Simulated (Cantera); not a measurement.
Input (Python, Cantera) and output of one run.

```python
import numpy as np
import cantera as ct

gas_names = """
    CL CLO CL2 N NO NO2 NO3 N2 N2O O O2 O3 Ti TiCL TiCL2 TiCL3 TiCL4 TiO TiOCL TiOCL2 TiO2
""".split()
cond_names = """
    Ti(a) Ti(b) Ti(L) TiCL2(s) TiCL3(s) TiCL4(L) TiN(s) TiN(L) TiO(a) TiO(b) TiO(L) TiO2(ru) TiO2(L)
    Ti2O3(a) Ti2O3(b) Ti2O3(L) Ti3O5(a) Ti3O5(b) Ti3O5(L) Ti4O7(s) Ti4O7(L)
""".split()


# ... load() reads the species with a 1 bar reference pressure and builds the phases ...
atoms = {
    'TiCl4': {'Ti': 1, 'CL': 4},
    'N2': {'N': 2},
    'O2': {'O': 2},
}
top_T = {'TiCL2(s)': 1300, 'TiCL3(s)': 1000}  # K; cautious upper limits of use, not melting points


# ... equilibrate(T, P, feed) seeds the gas with the atoms and calls Mixture.equilibrate('TP', solver="vcs", rtol=1e-11, max_steps=5000) ...
results = []
T = 948.15  # K
P = 10000  # Pa
for m in [8.8, 13, 18, 22, 27, 32, 36, 41, 45, 50, 54, 59]:
    feed = {'TiCl4': 1, 'N2': m, 'O2': 1.2}  # mol
    mix = equilibrate(T, P, feed)
    results.append((T, P, feed, dict(zip(mix.species_names, mix.species_moles))))
    x = sorted(zip(gas.X, gas.species_names), reverse=True)
    print(f"T = {T:g} K  P = {P:g} Pa  n(N2) = {m:g} mol  gas = {mix.phase_moles(0):.4g} mol")
    print("   x: " + "  ".join(f"{s} {v:.3e}" for v, s in x if v > 0.001))
    print("   condensed (mol): " + ("  ".join(f"{mix.phase(i).name} {mix.phase_moles(i):.4g}"
          for i in range(1, mix.n_phases) if mix.phase_moles(i) > 1e-12) or "none"))
```

It prints:

```
T = 948.15 K  P = 10000 Pa  n(N2) = 8.8 mol  gas = 11 mol
   x: N2 7.999e-01  CL2 1.817e-01  O2 1.818e-02
   condensed (mol): TiO2(ru) 1
T = 948.15 K  P = 10000 Pa  n(N2) = 13 mol  gas = 15.2 mol
   x: N2 8.552e-01  CL2 1.315e-01  O2 1.315e-02
   condensed (mol): TiO2(ru) 1
T = 948.15 K  P = 10000 Pa  n(N2) = 18 mol  gas = 20.2 mol
   x: N2 8.910e-01  CL2 9.892e-02  O2 9.898e-03
   condensed (mol): TiO2(ru) 1
T = 948.15 K  P = 10000 Pa  n(N2) = 22 mol  gas = 24.2 mol
   x: N2 9.090e-01  CL2 8.256e-02  O2 8.262e-03
   condensed (mol): TiO2(ru) 1
T = 948.15 K  P = 10000 Pa  n(N2) = 27 mol  gas = 29.2 mol
   x: N2 9.246e-01  CL2 6.842e-02  O2 6.847e-03
   condensed (mol): TiO2(ru) 1
T = 948.15 K  P = 10000 Pa  n(N2) = 32 mol  gas = 34.2 mol
   x: N2 9.356e-01  CL2 5.841e-02  O2 5.846e-03
   condensed (mol): TiO2(ru) 1
T = 948.15 K  P = 10000 Pa  n(N2) = 36 mol  gas = 38.2 mol
   x: N2 9.423e-01  CL2 5.229e-02  O2 5.234e-03
   condensed (mol): TiO2(ru) 1
T = 948.15 K  P = 10000 Pa  n(N2) = 41 mol  gas = 43.2 mol
   x: N2 9.490e-01  CL2 4.624e-02  O2 4.628e-03
   condensed (mol): TiO2(ru) 1
T = 948.15 K  P = 10000 Pa  n(N2) = 45 mol  gas = 47.2 mol
   x: N2 9.533e-01  CL2 4.231e-02  O2 4.236e-03
   condensed (mol): TiO2(ru) 1
T = 948.15 K  P = 10000 Pa  n(N2) = 50 mol  gas = 52.2 mol
   x: N2 9.578e-01  CL2 3.826e-02  O2 3.830e-03
   condensed (mol): TiO2(ru) 1
T = 948.15 K  P = 10000 Pa  n(N2) = 54 mol  gas = 56.2 mol
   x: N2 9.608e-01  CL2 3.553e-02  O2 3.557e-03
   condensed (mol): TiO2(ru) 1
T = 948.15 K  P = 10000 Pa  n(N2) = 59 mol  gas = 61.2 mol
   x: N2 9.640e-01  CL2 3.263e-02  O2 3.267e-03
   condensed (mol): TiO2(ru) 1
```

These are equilibrium values from Cantera (NASA tables, ideal gas, pure condensed phases), not measurements of a reactor. Condensed phases not in the tables: TiOCl.
